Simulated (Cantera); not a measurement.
An adiabatic, constant-volume homogeneous reactor starts with CH₄ : C₂H₆ : O₂ : N₂ = 1 : 0.14 : 4.53 : 17 (molar parts), equivalence ratio 0.55, at 1250 K and 1730 Torr.

Model: GRI-Mech 3.0 (53 species, 325 reactions), integrated in Cantera.

Problem. Predict: time of steepest temperature rise; temperature at 2.00 s; equilibrium temperature; x(O₂) at 2.00 s; x(H₂O) at 2.00 s.

Solution. 
| Property | Value |
|---|---|
| time of steepest temperature rise | 1.05 ms |
| temperature at 2.00 s | 2542 K |
| equilibrium temperature | 2542 K |
| x(O₂) at 2.00 s | 0.0810 (gas-phase equilibrium 0.0810) |
| x(H₂O) at 2.00 s | 0.0999 (gas-phase equilibrium 0.0999) |
